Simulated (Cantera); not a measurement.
What does this Cantera script print?

```python
import numpy as np
import cantera as ct

gas = ct.Solution("gri30.yaml")
gas.TPX = 1750, 1300000, {'CH4': 1, 'CO2': 1.7, 'H2': 1}
reactor = ct.IdealGasConstPressureReactor(gas, energy="off", clone=False)
net = ct.ReactorNet([reactor])
net.rtol, net.atol = 1e-08, 1e-18
show = ['CH4', 'CO2', 'H2', 'CH2', 'C2H2', 'CO', 'C2H6']
times = np.geomspace(0.0003, 1, 15)

steps = ct.SolutionArray(gas, extra=["t"])
rows = []
print(f"{'t/s':>10s}{'T/K':>9s}{'P/Pa':>11s}" + "".join(f"{s:>11s}" for s in show))
for t in times:
    while net.time < t:
        t_next = net.step()
        steps.append(gas.state, t=t_next)
    rows.append([np.interp(t, steps.t, y) for y in (steps.T, steps.P, *steps(*show).X.T)])
    print(f"{t:10.3e}{rows[-1][0]:9.1f}{rows[-1][1]:11.4g}" + "".join(f"{x:11.3e}" for x in rows[-1][2:]))
rate = np.gradient(steps.T, steps.t)
print("integrator steps:", len(steps.t))
if steps.T.max() > steps.T[0] + 200:
    print(f"time of steepest temperature rise: {steps.t[rate.argmax()]:.4e} s")
gas.TPX = 1750, 1300000, {'CH4': 1, 'CO2': 1.7, 'H2': 1}
gas.equilibrate("TP")
print(f"equilibrium (TP): T = {gas.T:.1f} K  " + "  ".join(f"{s} {gas[s].X[0]:.3e}" for s in show))
```

Output:

```
       t/s      T/K       P/Pa        CH4        CO2         H2        CH2       C2H2         CO       C2H6
 3.000e-04   1750.0    1.3e+06  2.402e-01  4.228e-01  2.679e-01  4.562e-08  6.109e-03  2.847e-02  6.658e-04
 5.355e-04   1750.0    1.3e+06  2.199e-01  3.948e-01  2.668e-01  4.512e-08  1.343e-02  4.947e-02  5.815e-04
 9.558e-04   1750.0    1.3e+06  1.900e-01  3.505e-01  2.629e-01  4.544e-08  2.477e-02  8.319e-02  4.655e-04
 1.706e-03   1750.0    1.3e+06  1.510e-01  2.875e-01  2.529e-01  4.786e-08  3.940e-02  1.327e-01  3.317e-04
 3.045e-03   1750.0    1.3e+06  1.082e-01  2.113e-01  2.366e-01  5.314e-08  5.486e-02  1.947e-01  2.042e-04
 5.436e-03   1750.0    1.3e+06  7.123e-02  1.425e-01  2.239e-01  5.823e-08  6.635e-02  2.534e-01  1.102e-04
 9.703e-03   1750.0    1.3e+06  4.891e-02  1.032e-01  2.284e-01  5.603e-08  6.880e-02  2.913e-01  6.277e-05
 1.732e-02   1750.0    1.3e+06  4.108e-02  8.771e-02  2.465e-01  4.638e-08  6.181e-02  3.148e-01  4.742e-05
 3.092e-02   1750.0    1.3e+06  3.929e-02  7.742e-02  2.696e-01  3.481e-08  4.949e-02  3.386e-01  4.121e-05
 5.519e-02   1750.0    1.3e+06  3.727e-02  6.650e-02  2.970e-01  2.424e-08  3.559e-02  3.650e-01  3.419e-05
 9.851e-02   1750.0    1.3e+06  3.342e-02  5.556e-02  3.271e-01  1.588e-08  2.255e-02  3.907e-01  2.530e-05
 1.758e-01   1750.0    1.3e+06  2.748e-02  4.586e-02  3.569e-01  9.880e-09  1.218e-02  4.124e-01  1.586e-05
 3.139e-01   1750.0    1.3e+06  2.000e-02  3.821e-02  3.836e-01  5.766e-09  5.318e-03  4.283e-01  7.873e-06
 5.602e-01   1750.0    1.3e+06  1.222e-02  3.286e-02  4.049e-01  3.014e-09  1.712e-03  4.382e-01  2.799e-06
 1.000e+00   1750.0    1.3e+06  5.744e-03  2.960e-02  4.195e-01  1.285e-09  3.425e-04  4.434e-01  5.985e-07
integrator steps: 1393
equilibrium (TP): T = 1750.0 K  CH4 2.081e-05  CO2 2.735e-02  H2 4.308e-01  CH2 4.448e-12  C2H2 4.481e-09  CO 4.463e-01  C2H6 7.899e-12
```

Model: GRI-Mech 3.0 (53 species, 325 reactions), integrated in Cantera. The pressure lies above the range GRI-Mech 3.0 was tuned for (to about 10 atm).
